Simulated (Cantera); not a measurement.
What does this Cantera script print?

```python
import numpy as np
import cantera as ct

gas_names = """
    B BF BF2 BF3 BH BHF2 BH2 BH3 BN B2 F F2 H HF H2 H2F2 H3F3 H4F4 H5F5 H6F6 H7F7 N NF NF2 NF3 NH NH2
    NH3 N2 N2H2 N2H4
""".split()
cond_names = """
    B(b) B(L) BN(s)
""".split()


# ... load() reads the species with a 1 bar reference pressure and builds the phases ...
atoms = {
    'BN': {'B': 1, 'N': 1},
    'F2': {'F': 2},
    'H2': {'H': 2},
}
top_T = {'BN(s)': 3200}  # K; cautious upper limits of use, not melting points


# ... equilibrate(T, P, feed) seeds the gas with the atoms and calls Mixture.equilibrate('TP', solver="vcs", rtol=1e-11, max_steps=5000) ...
results = []
feed = {'BN': 1, 'F2': 16, 'H2': 26}  # mol
T = 1875  # K
P = 10000  # Pa
mix = equilibrate(T, P, feed)
results.append((T, P, feed, dict(zip(mix.species_names, mix.species_moles))))
x = sorted(zip(gas.X, gas.species_names), reverse=True)
print(f"T = {T:g} K  P = {P:g} Pa  gas = {mix.phase_moles(0):.4g} mol")
print("   x: " + "  ".join(f"{s} {v:.3e}" for v, s in x if v > 0.0001))
print("   condensed (mol): " + ("  ".join(f"{mix.phase(i).name} {mix.phase_moles(i):.4g}"
      for i in range(1, mix.n_phases) if mix.phase_moles(i) > 1e-12) or "none"))
```

Result:

```
T = 1875 K  P = 10000 Pa  gas = 42.03 mol
   x: HF 6.903e-01  H2 2.729e-01  BF3 2.353e-02  N2 1.190e-02  H 1.083e-03  BF2 2.146e-04
   condensed (mol): none
```

Cantera equilibrium calculation (NASA polynomials, part measured and part estimated; ideal gas, pure solids and liquids). The tables' values for BF2 are old estimates; treat these amounts as uncertain.
